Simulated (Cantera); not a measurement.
Feed: 1 mol SiH4, 0.11 mol O2, 96 mol H2, held at 750 Torr.

Cantera equilibrium calculation (NASA polynomials, part measured and part estimated; ideal gas, pure solids and liquids). Candidate condensed phases: H2O, Si, SiO2; 18 gas species. Equilibrium is a limit: real reactors are often held back by kinetics, nucleation or transport. All values below are at 900 K.

Base state: H2 1.00 (mole fractions); condensed: Si(s) + SiO2(β-quartz).

Question: What changes in the equilibrium state with this change: O2 from 0.11 to 7.7 mol?

Answer: 
```json
[
 {"species": "H2", "before": "1.00", "after": "0.863"},
 {"species": "H2O", "before": "<1e-9", "after": "0.137"},
 {"species": "Si(s), mol", "before": "0.890", "after": "0"},
 {"species": "SiO2(β-quartz), mol", "before": "0.110", "after": "1.00"}
]
```
